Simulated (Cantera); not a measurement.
**Ignition delay**

Mixture: 18.7 % CO, 12.9 % H₂, 14.4 % O₂, 54.0 % N₂, equivalence ratio 1.1, at 28.0 bar, adiabatic and at constant volume. Ignition delay is the time to a rise of 400 K.

Cantera simulation using GRI-Mech 3.0 (53 species, 325 reactions); the numbers are that mechanism's predictions, not measurements. The hydrogen kinetics of GRI-Mech 3.0 are dated; newer H2 mechanisms differ, most at raised pressure. The pressure lies above the range GRI-Mech 3.0 was tuned for (to about 10 atm).

```csv
T0 (K),delay (ms)
1175,0.0824
1250,0.0225
1325,0.00633
1400,0.00219
1475,0.00110
1550,0.000702
```

```
Item                                                     Value
--------------------------------------------------  ----------
apparent activation energy between 1400 and 1550 K  140 kJ/mol
```
